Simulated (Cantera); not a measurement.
Feed: 1 mol CaO, 2 mol NF₃, 12 mol H₂, held at 1875 K and 0.920 bar.

Method: chemical equilibrium by Gibbs-energy minimisation in Cantera with the NASA 1993 tables (ideal gas, pure condensed phases). Candidate condensed phases: Ca, CaF₂, CaO, Ca(OH)₂, H₂O; 47 gas species. Rates play no part.

**Question.** What is the equilibrium state?

**Answer.** 
```json
{
  "x(H₂)": "0.599",
  "x(HF)": "0.266",
  "x(N₂)": "0.0666",
  "x(H₂O)": "0.0666",
  "x(CaF₂)": "0.000959",
  "x(H)": "0.000529",
  "x(OH)": "4.58e-6",
  "x(NH₃)": "2.77e-6",
  "n(CaF₂(l))": "0.986 mol",
  "gas_amount": "15.02 mol",
  "log10 activity of Ca(l) (absent)": "-9.09"
}
```
